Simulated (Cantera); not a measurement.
A closed system holds: 1 mol Si₃H₈, 0.0067 mol Cl₂, 900 mol H₂, 2.6 mol HCl, at 1500 K and 15.0 Torr.

Cantera equilibrium calculation (NASA polynomials, part measured and part estimated; ideal gas, pure solids and liquids). Candidate condensed phases: Si; 19 gas species. The feed counts by its element totals alone. Equilibrium is a limit: real reactors are often held back by kinetics, nucleation or transport.

Q: What is the equilibrium state?

A: x(H₂): 0.997
x(HCl): 0.00283
x(H): 0.000124
x(SiCl₂): 2.58e-5
x(SiH₂): 1.49e-6
n(Si(s)): 2.97 mol
gas amount: 906.7 mol
